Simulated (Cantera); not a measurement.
A Cantera script and what it prints.

```python
import numpy as np
import cantera as ct

gas_names = """
    O2 N2
""".split()
cond_names = """
    Zr(b) ZrN(s) ZrO2(a)
""".split()


# ... load() reads the species with a 1 bar reference pressure and builds the phases ...
species = {s.name: s for s in load("nasa_gas.yaml", gas_names) + load("nasa_condensed.yaml", cond_names)}
T = 1150
g = {n: (s.thermo.h(T) - T * s.thermo.s(T)) / (ct.gas_constant * T * np.log(10)) for n, s in species.items()}
valid = cond_names  # the entries whose range holds T


def stable(la, lb):
    # potentials (over RT ln 10) of the two non-metals from log10 p(O2) and log10 p(N2) in bar
    mu = {}
    mu["O"] = (g["O2"] + la) / 2
    mu["N"] = (g["N2"] + lb) / 2
    cost = {}
    for n in valid:
        c = species[n].composition
        cost[n] = (g[n] - sum(c.get(e, 0) * m for e, m in mu.items())) / c["Zr"]
    return min(cost, key=cost.get)


results = []
for lb in [0, -2.1, -4.2, -6.3, -8.4, -10.5, -12.6, -14.7, -16.8, -18.9, -21]:
    row = [stable(la, lb) for la in [-37, -34.8, -32.5, -30.3, -28.1, -25.8, -23.6, -21.4, -19.1, -16.9, -14.6, -12.4, -10.2, -7.9, -5.7, -3.5, -1.2, 1]]
    results.append(row)
    print(f"{lb:6.1f}  " + " ".join(f"{valid.index(n):x}" for n in row))
print("key: " + ", ".join(f"{i:x} {n}" for i, n in enumerate(valid)))
```

It prints:

```
   0.0  1 1 1 1 2 2 2 2 2 2 2 2 2 2 2 2 2 2
  -2.1  1 1 1 1 2 2 2 2 2 2 2 2 2 2 2 2 2 2
  -4.2  1 1 1 2 2 2 2 2 2 2 2 2 2 2 2 2 2 2
  -6.3  1 1 1 2 2 2 2 2 2 2 2 2 2 2 2 2 2 2
  -8.4  1 1 1 2 2 2 2 2 2 2 2 2 2 2 2 2 2 2
 -10.5  1 1 2 2 2 2 2 2 2 2 2 2 2 2 2 2 2 2
 -12.6  1 1 2 2 2 2 2 2 2 2 2 2 2 2 2 2 2 2
 -14.7  1 2 2 2 2 2 2 2 2 2 2 2 2 2 2 2 2 2
 -16.8  1 2 2 2 2 2 2 2 2 2 2 2 2 2 2 2 2 2
 -18.9  2 2 2 2 2 2 2 2 2 2 2 2 2 2 2 2 2 2
 -21.0  2 2 2 2 2 2 2 2 2 2 2 2 2 2 2 2 2 2
key: 0 Zr(b), 1 ZrN(s), 2 ZrO2(a)
```

Source: NASA polynomial tables (part measured, part estimated), evaluated in Cantera. ZrN: taken at fixed stoichiometry.
